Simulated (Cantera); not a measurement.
# Low-pressure radical oxidation in H2/O2

An isothermal, constant-pressure homogeneous reactor starts with H2 : O2 : N2 = 0.072 : 1 : 1.6 (molar parts), at 1400 K and 12.0 Torr.

Detailed kinetics in Cantera: the H2/O2 subset of GRI-Mech 3.0, which has no nitrogen chemistry. Radical loss at walls, strong at low pressure, is not modelled.

```tsv
t (s)	x H2	x O2	x OH	x H2O2	x HO2
0.000200	0.0269	0.374	5.76e-8	6.28e-11	5.65e-8
0.000447	0.0269	0.374	4.38e-7	2.88e-10	1.27e-7
0.00100	0.0269	0.374	2.32e-5	1.23e-9	3.11e-7
0.00224	0.00399	0.356	0.00469	5.55e-8	1.06e-6
0.00500	0.000578	0.352	0.00304	2.88e-8	9.09e-7
0.0112	0.000554	0.353	0.00298	2.86e-8	8.99e-7
0.0250	0.000506	0.354	0.00286	2.82e-8	8.76e-7
0.0560	0.000416	0.356	0.00260	2.70e-8	8.24e-7
0.125	0.000277	0.359	0.00213	2.41e-8	7.11e-7
0.280	0.000132	0.363	0.00147	1.83e-8	5.11e-7
0.626	4.35e-5	0.365	0.000849	1.08e-8	2.73e-7
1.40	1.15e-5	0.365	0.000438	5.09e-9	1.09e-7
3.13	3.00e-6	0.366	0.000224	2.06e-9	4.08e-8
7.00	8.67e-7	0.366	0.000120	8.11e-10	2.20e-8
```
x: mole fraction; the columns are a selection and need not sum to one.

Equilibrium at this temperature and pressure: H2 1.62e-7, O2 0.366, OH 5.21e-5, H2O2 2.33e-10, HO2 2.55e-8 (gas phase only).
